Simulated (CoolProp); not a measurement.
Properties of R115 along the isobar 43.4 bar (Tc = 80.0 °C, pc = 31.29 bar, ω = 0.248).

Model: reference Helmholtz-energy equation of state, Lemmon 2016, in CoolProp.

```json
[
 {"T (°C)": "44.55", "phase": "liquid", "density (kg/m³)": "1231", "speed of sound (m/s)": "323.6"},
 {"T (°C)": "62.75", "phase": "liquid", "density (kg/m³)": "1123", "speed of sound (m/s)": "250.4"},
 {"T (°C)": "81.05", "phase": "supercritical", "density (kg/m³)": "964.8", "speed of sound (m/s)": "165.1"},
 {"T (°C)": "99.25", "phase": "supercritical", "density (kg/m³)": "572.8", "speed of sound (m/s)": "88.36"},
 {"T (°C)": "117.45", "phase": "supercritical", "density (kg/m³)": "363.0", "speed of sound (m/s)": "101.0"},
 {"T (°C)": "135.65", "phase": "supercritical", "density (kg/m³)": "295.2", "speed of sound (m/s)": "114.1"},
 {"T (°C)": "153.95", "phase": "supercritical", "density (kg/m³)": "257.1", "speed of sound (m/s)": "124.6"},
 {"T (°C)": "172.15", "phase": "supercritical", "density (kg/m³)": "231.4", "speed of sound (m/s)": "133.4"},
 {"T (°C)": "190.35", "phase": "supercritical", "density (kg/m³)": "212.1", "speed of sound (m/s)": "140.9"},
 {"T (°C)": "208.65", "phase": "supercritical", "density (kg/m³)": "196.9", "speed of sound (m/s)": "147.7"},
 {"T (°C)": "226.85", "phase": "supercritical", "density (kg/m³)": "184.4", "speed of sound (m/s)": "153.8"}
]
```
